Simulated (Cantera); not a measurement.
A closed system holds: 1 mol CsCl, 0.19 mol O₂, 0.56 mol N₂, at 1000 K and 0.000510 bar.

Method: chemical equilibrium by Gibbs-energy minimisation in Cantera with the NASA 1993 tables (ideal gas, pure condensed phases). Candidate condensed phases: Cs, CsCl; 18 gas species. The numbers say what is thermodynamically allowed, not how fast it happens.

Base state: CsCl 0.461, N₂ 0.345, O₂ 0.117, Cs₂Cl₂ 0.0771, NO 1.54e-5 (mole fractions); condensed: gas only.

What changes in the equilibrium state with this change: pressure from 0.000510 bar to 0.0880 bar?


```csv
species,before,after
N₂,0.345,0.738
O₂,0.117,0.250
CsCl,0.461,0.00809
Cs₂Cl₂,0.0771,0.00409
NO,1.54e-5,3.30e-5
"CsCl(l), mol",0,0.988
```
